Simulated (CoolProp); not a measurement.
Values from CoolProp's reference Helmholtz-energy equation of state, de Reuck 1993.

Give the vapour pressure (MPa), liquid density (kg/m³), enthalpy of vaporisation (kJ/kg), vapour Z of saturated methanol at 343.4 K.


```tsv
T (K)	p (MPa)	liquid density (kg/m³)	enthalpy of vaporisation (kJ/kg)	vapour Z
343.4	0.127	743	1090	0.942
```
